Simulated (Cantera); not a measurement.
Input (Python, Cantera):

```python
import numpy as np
import cantera as ct

gas = ct.Solution("h2o2.yaml")
gas.TPX = 648, 13332, {'H2': 1, 'O2': 0.227, 'N2': 0.591}
flame = ct.FreeFlame(gas, width=0.16)
flame.set_refine_criteria(ratio=3, slope=0.08, curve=0.16)
flame.transport_model = "mixture-averaged"
flame.solve(loglevel=0, auto=True)
flame.transport_model = "multicomponent"
flame.soret_enabled = False
flame.solve(loglevel=0, refine_grid=True)
z, T = flame.grid, flame.T
thick = (T[-1] - T[0]) / np.gradient(T, z).max()
show = ['H2', 'O2', 'HO2', 'H2O2', 'H', 'O']
print(f"laminar burning velocity  {flame.velocity[0] * 100:.3f} cm/s")
print(f"burnt temperature         {T[-1]:.1f} K")
print(f"thermal thickness         {thick * 1e3:.4f} mm")
print(f"grid points               {len(z)}")
z0 = z[flame.heat_release_rate.argmax()]
print(f"{'z/mm':>9s}{'T/K':>9s}{'u/(m/s)':>9s}" + "".join(f"{s:>11s}" for s in show))
rows = []
for k in (-3, -2, -1.5, -1, -0.5, -0.25, 0, 0.25, 0.5, 1, 2, 4, 8):
    zz = z0 + k * thick
    rows.append([k * thick, np.interp(zz, z, T), np.interp(zz, z, flame.velocity),
                 *(np.interp(zz, z, flame.X[gas.species_index(s)]) for s in show)])
    print(f"{rows[-1][0] * 1e3:9.3f}{rows[-1][1]:9.1f}{rows[-1][2]:9.3f}" + "".join(f"{x:11.3e}" for x in rows[-1][3:]))
```

Output:

```
laminar burning velocity  909.158 cm/s
burnt temperature         2380.1 K
thermal thickness         5.9386 mm
grid points               135
     z/mm      T/K  u/(m/s)         H2         O2        HO2       H2O2          H          O
  -17.816    648.0    9.092  5.501e-01  1.249e-01  2.456e-12  3.993e-14  1.158e-13  1.432e-15
  -11.877    648.0    9.092  5.501e-01  1.249e-01  1.506e-10  4.386e-14  7.103e-11  7.499e-13
   -8.908    648.0    9.092  5.501e-01  1.249e-01  1.145e-08  3.426e-13  7.824e-09  7.820e-11
   -5.939    648.0    9.092  5.501e-01  1.249e-01  1.095e-06  2.024e-10  1.412e-06  1.217e-08
   -2.969    659.4    9.248  5.485e-01  1.245e-01  3.792e-05  2.095e-07  9.625e-04  1.415e-05
   -1.485    777.7   10.865  5.244e-01  1.193e-01  2.636e-05  1.671e-07  1.675e-02  3.687e-04
    0.000   1148.0   15.617  3.487e-01  5.969e-02  1.034e-05  2.540e-07  1.142e-01  5.311e-03
    1.485   1384.0   18.599  2.404e-01  4.426e-03  7.580e-07  1.485e-07  1.633e-01  3.018e-03
    2.969   1472.1   19.663  2.414e-01  1.324e-03  2.101e-07  1.367e-07  1.558e-01  2.436e-03
    5.939   1581.5   20.958  2.521e-01  1.118e-03  1.594e-07  1.222e-07  1.400e-01  2.428e-03
   11.877   1712.2   22.464  2.652e-01  9.804e-04  1.275e-07  8.717e-08  1.208e-01  2.260e-03
   23.754   1854.6   24.060  2.790e-01  7.728e-04  9.652e-08  5.122e-08  9.977e-02  1.886e-03
   47.509   1997.9   25.618  2.925e-01  5.421e-04  7.142e-08  2.752e-08  7.874e-02  1.390e-03
```

Detailed kinetics in Cantera: the H2/O2 subset of GRI-Mech 3.0, which has no nitrogen chemistry. Burning velocities carry a grid error of a few per cent, more on coarse grids.
